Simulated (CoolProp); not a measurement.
A single-stage vapour-compression cycle with the fluid: evaporating at 222.15 K (dew point), condensing at 281.15 K (bubble point), superheat 2 K, subcooling 8 K, compressor efficiency 0.85, no pressure losses. The same conditions are run with several fluids, on thermodynamics alone (safety and materials aside).

Values from CoolProp's reference Helmholtz-energy equation of state of each fluid (R134a: Tillner-Roth 1994; CH3F (R41): Lemmon 2006; carbonyl sulfide: Lemmon 2006; R124: de Vries 1995; CH2F2 (R32): Tillner-Roth 1997; ammonia: Gao 2020).

```tsv
fluid	cooling COP	pressure ratio	discharge temperature (K)	refrigerating effect (kJ/kg)	volumetric capacity (kJ/m³)
R134a	2.65	14.0	312.3	168	260
CH3F (R41)	2.40	6.76	362.6	331	2480
carbonyl sulfide	2.62	8.40	369.1	248	801
R124	2.67	15.7	301.6	131	135
CH2F2 (R32)	2.54	9.95	373.0	299	910
ammonia	2.50	14.9	447.2	1190	425
```
